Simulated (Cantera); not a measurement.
Cantera run:

```python
import numpy as np
import cantera as ct

gas_names = [...]  # 115 gases of nasa_gas.yaml made of C, Ca, H, O
cond_names = """
    C(gr) C6H6(L) C7H8(L) C8H18(L),n-octa Ca(a) Ca(b) Ca(L) CaCO3(caL) CaO(s) CaO(L) CaO2H2(s) H2O(s)
    H2O(L)
""".split()


# ... load() reads the species with a 1 bar reference pressure and builds the phases ...
atoms = {
    'Ca(OH)2': {'Ca': 1, 'O': 2, 'H': 2},
    'C': {'C': 1},
    'H2O': {'H': 2, 'O': 1},
}
top_T = {'C(gr)': 4500}  # K; cautious upper limits of use, not melting points


# ... equilibrate(T, P, feed) seeds the gas with the atoms and calls Mixture.equilibrate('TP', solver="vcs", rtol=1e-11, max_steps=5000) ...
results = []
feed = {'Ca(OH)2': 1, 'C': 0.99, 'H2O': 0.78}  # mol
T = 1775  # K
P = 10000  # Pa
mix = equilibrate(T, P, feed)
results.append((T, P, feed, dict(zip(mix.species_names, mix.species_moles))))
print(gas.report(threshold=1e-06))
for i in range(1, mix.n_phases):
    print(f"{mix.phase(i).name:16s} {mix.phase_moles(i):12.5e} mol")
```

Output:

```
       temperature   1775 K
          pressure   10000 Pa
           density   0.01075 kg/m^3
  mean mol. weight   15.865 kg/kmol
   phase of matter   gas

                          1 kg             1 kmol
                     ---------------   ---------------
          enthalpy       -3.6893e+06       -5.8529e+07  J
   internal energy       -4.6195e+06       -7.3287e+07  J
           entropy             16302        2.5863e+05  J/K
    Gibbs function       -3.2625e+07       -5.1759e+08  J
 heat capacity c_p            2479.1             39329  J/K
 heat capacity c_v              1955             31015  J/K

                      mass frac. Y      mole frac. X     chem. pot. / RT
                     ---------------   ---------------   ---------------
                CO           0.54529           0.30884            -38.27
               CO2            0.1344          0.048448           -63.047
            CaO2H2        1.5557e-05        3.3311e-06           -100.39
                 H         3.703e-05        0.00058281           -11.156
                H2          0.051524           0.40546           -22.312
               H2O           0.26872           0.23664           -47.089
                OH        2.2709e-05        2.1183e-05           -35.933
     [ +108 minor]         1.374e-06        4.2033e-07

C(gr)             0.00000e+00 mol
Ca(L)             0.00000e+00 mol
CaO(s)            9.99990e-01 mol
```

Cantera equilibrium calculation (NASA polynomials, part measured and part estimated; ideal gas, pure solids and liquids).
